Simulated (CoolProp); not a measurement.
Vapour-liquid equilibrium of propylene (1) + R22 (2) at 0.00977 MPa; x and y are mole fractions of (1).

Values from CoolProp's multi-fluid Helmholtz-energy mixture model, Lemmon 2013 and Kamei 1995; pair parameters Bell 2016.

Task: Give the bubble temperature and the first vapour's composition at x = 0.15, 0.35, 0.45. Is there an azeotrope?

Result: x = 0.15: -83.9 °C, y = 0.311; x = 0.35: -86.1 °C, y = 0.528; x = 0.45: -86.8 °C, y = 0.604. No azeotrope shows between x = 0.05 and 0.95.

Pair parameters are fitted to limited data, so mixtures are less certain than the pure fluids.
